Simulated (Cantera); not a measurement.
Feed: 1 mol CH2F2, 0.012 mol Si, held at 1125 K and 9.90 mbar.

Method: chemical equilibrium by Gibbs-energy minimisation in Cantera with the NASA 1993 tables (ideal gas, pure condensed phases). Candidate condensed phases: C, C6H6, C7H8, C8H18, Si, SiC; 113 gas species. Kinetics and transport are ignored.

Base state: HF 0.982, H2 0.0121, SiF4 0.00604 (mole fractions); condensed: C(graphite).

What changes in the equilibrium state with this change: 0.0099 mol CH4 added?


```
species            before    after
----------------  -------  -------
HF                  0.982    0.972
H2                 0.0121   0.0218
SiF4              0.00604  0.00598
C(graphite), mol     1.00     1.01
```
